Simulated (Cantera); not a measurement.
Mixture: CH4 : H2 : O2 : N2 = 1 : 0.036 : 1.83 : 9.36 (molar parts), at 1.00 bar, adiabatic and at constant volume. Ignition delay is the time to a rise of 400 K.

Detailed kinetics in Cantera: GRI-Mech 3.0 (53 species, 325 reactions).

Q: What does this change do: constant pressure in place of constant volume?

A: 
```tsv
quantity	before	after
delay at 1173 K	58.6 ms	61.8 ms
delay at 1273 K	16.1 ms	17.1 ms
delay at 1373 K	4.83 ms	5.14 ms
delay at 1473 K	1.63 ms	1.73 ms
delay at 1573 K	0.633 ms	0.671 ms
apparent activation energy between 1523 and 1623 K	180 kJ/mol	180 kJ/mol
```

Q: What does this change do: 1 parts H2O added?

A: 
```
quantity                                                before       after
--------------------------------------------------  ----------  ----------
delay at 1173 K                                        58.6 ms     67.5 ms
delay at 1273 K                                        16.1 ms     19.6 ms
delay at 1373 K                                        4.83 ms     5.96 ms
delay at 1473 K                                        1.63 ms     1.96 ms
delay at 1573 K                                       0.633 ms    0.724 ms
apparent activation energy between 1523 and 1623 K  180 kJ/mol  190 kJ/mol
```

Q: What does this change do: pressure from 1.00 bar to 19.0 bar?

A: 
```tsv
quantity	before	after
delay at 1173 K	58.6 ms	2.25 ms
delay at 1273 K	16.1 ms	0.862 ms
delay at 1373 K	4.83 ms	0.345 ms
delay at 1473 K	1.63 ms	0.142 ms
delay at 1573 K	0.633 ms	60.7 µs
apparent activation energy between 1523 and 1623 K	180 kJ/mol	170 kJ/mol
```
The pressure lies above the range GRI-Mech 3.0 was tuned for (to about 10 atm).
